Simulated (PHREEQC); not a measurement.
Solution (25 °C): 0.0014 mol/kgw FeSO4, 0.17 mol/kgw CuCl2, 0.0008 mol/kgw H2SO4 and 0.008 mol/kgw NaCl. Closed to the air; pH follows from the charge balance.

The numbers come from PHREEQC with the ion-association model, wateq4f.dat.

Precipitation was switched off in this run.

Task: Order these Fe species by the share of Fe that they hold, largest first: FeSO4, Fe+2, FeCl+.

Result: Fe+2 (90 %), FeCl+ (9.5 %), FeSO4 (0.71 %)

Task: Order these Cl species by the share of Cl that they hold, largest first: CuCl2, Cl-, CuCl+.

Result: Cl- (90 %), CuCl+ (8.5 %), CuCl2 (1.1 %)

The pH is 2.92 and the ionic strength 0.456 mol/kgw.
